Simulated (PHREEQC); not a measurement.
A PHREEQC input (ion-association model, phreeqc.dat):

```
SOLUTION 1
  temp 39
  units mg/L
  pH 6.49
  pe 11
  Na 13.1
  K 17.3
  Ca 4.5
  Mg 14.2
  Cl 22.8
  S(6) 19.3 as SO4
  Alkalinity 82 as HCO3 charge
  B 0.115
  F 0.0497
END
USE solution 1
EQUILIBRIUM_PHASES 1
  Gypsum 0 0
  CO2(g) -2 10
END
```

It stops with these messages:

```
ERROR: Alkalinity cannot be used with charge balance or solution phase boundary constraints.
ERROR: Program terminating due to input errors.
```

The fault: charge balance asked on alkalinity. The line should read `as HCO3` where the input has `as HCO3 charge`. With the mend the run ends at pH 7.01 and ionic strength 0.00319 mol/kgw.
